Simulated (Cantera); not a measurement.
A perfectly stirred reactor is fed with 12.3 % CO, 16.0 % H2, 0.406 % CH4, 15.0 % O2, 56.3 % N2, equivalence ratio 1.00, at 1.01 bar; it is adiabatic with a 775 K inlet, and is followed from long to short residence time, starting on the burning branch (τ in s: 0.023, 0.011, 0.0048, 0.0022, 0.00099, 0.00045, 0.00021, 9.3e-05, 4.2e-05, 1.9e-05, 8.7e-06, 4e-06).

Cantera simulation using GRI-Mech 3.0 (53 species, 325 reactions); the numbers are that mechanism's predictions, not measurements.

x: mole fraction; the columns are a selection and need not sum to one.

```
τ (s)    T (K)    x CO    x H2    x CH4   x H2O     x C2H     x OH
-------  -----  ------  ------  -------  ------  --------  -------
0.023     2536  0.0391  0.0102        ?   0.172    <1e-12   0.0125
0.011     2521  0.0402  0.0106        ?   0.170    <1e-12   0.0129
0.0048    2484  0.0429  0.0116        ?   0.168    <1e-12   0.0138
0.0022    2417  0.0471  0.0134        ?   0.164    <1e-12   0.0151
0.00099   2312  0.0525  0.0162        ?   0.157    <1e-12   0.0163
0.00045   2181  0.0577  0.0193        ?   0.149    <1e-12   0.0168
0.00021   2037  0.0618  0.0222        ?   0.140    <1e-12   0.0164
9.3e-5    1871  0.0663  0.0247        ?   0.131  1.49e-12   0.0147
4.2e-5    1697  0.0743  0.0270        ?   0.123  2.80e-12   0.0120
1.9e-5    1501  0.0931  0.0340        ?   0.114  5.29e-12  0.00858
8.7e-6     775   0.123   0.160  0.00406  <1e-12    <1e-12   <1e-12
4.0e-6     775   0.123   0.160  0.00406  <1e-12    <1e-12   <1e-12
```

Question: Complete the blanks.

Answer: 
- 0.023, x CH4: 1.33e-7
- 0.011, x CH4: 2.62e-7
- 0.0048, x CH4: 5.33e-7
- 0.0022, x CH4: 9.84e-7
- 0.00099, x CH4: 1.81e-6
- 0.00045, x CH4: 3.41e-6
- 0.00021, x CH4: 6.76e-6
- 9.3e-5, x CH4: 1.58e-5
- 4.2e-5, x CH4: 4.32e-5
- 1.9e-5, x CH4: 0.000166
